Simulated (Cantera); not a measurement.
Ignition delay

Mixture: 15.4 % CH3OH, 17.7 % O2, 66.9 % N2, equivalence ratio 1.3, at 1.58 atm, adiabatic and at constant pressure. Ignition delay is the time to a rise of 400 K.

Detailed kinetics in Cantera: GRI-Mech 3.0 (53 species, 325 reactions). GRI-Mech 3.0 was tuned for natural gas; its chemistry of methanol as a main component is partial and can be far from experiment.

```tsv
T0 (K)	delay (ms)
1175	9.11
1250	2.71
1325	0.941
1400	0.376
1475	0.169
1550	0.0849
1625	0.0464
1700	0.0272
1775	0.0169
1850	0.0110
```

apparent activation energy between 1700 and 1850 K: 160 kJ/mol
